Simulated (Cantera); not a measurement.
## Adiabatic ignition

An adiabatic, constant-pressure homogeneous reactor starts with 24.0 % CO, 4.32 % H2, 15.1 % O2, 56.6 % N2, equivalence ratio 0.94, at 1223 K and 42000 Pa.

Cantera simulation using GRI-Mech 3.0 (53 species, 325 reactions); the numbers are that mechanism's predictions, not measurements.

```
t (s)     T (K)    x CO     x H2    x O2      x NO     x NO2     x OH
--------  -----  ------  -------  ------  --------  --------  -------
1.00e-5    1223   0.240   0.0432   0.151    <1e-12    <1e-12  2.88e-9
3.88e-5    1223   0.240   0.0432   0.151    <1e-12    <1e-12  8.64e-8
0.000151   1269   0.229   0.0224   0.134   9.80e-8  1.45e-11  0.00248
0.000585   2023   0.124  0.00513  0.0617   8.79e-5   8.43e-9   0.0103
0.00227    2461  0.0993  0.00349  0.0530  0.000881   1.47e-7   0.0116
0.00881    2610  0.0854  0.00278  0.0451   0.00630   1.49e-6   0.0106
0.0342     2607  0.0851  0.00279  0.0429    0.0109   2.55e-6   0.0103
0.133      2606  0.0851  0.00279  0.0429    0.0111   2.58e-6   0.0103
0.515      2606  0.0851  0.00279  0.0429    0.0111   2.58e-6   0.0103
2.00       2606  0.0851  0.00279  0.0429    0.0111   2.58e-6   0.0103
```
x: mole fraction; the columns are a selection and need not sum to one.

```
Property                                                            Result
---------------------------------  ---------------------------------------
time of steepest temperature rise                                 0.168 ms
temperature at 2.00 s                                               2606 K
equilibrium temperature                                             2606 K
x(CO) at 2.00 s                      0.0851 (gas-phase equilibrium 0.0851)
x(H2) at 2.00 s                    0.00279 (gas-phase equilibrium 0.00279)
x(O2) at 2.00 s                      0.0429 (gas-phase equilibrium 0.0429)
```
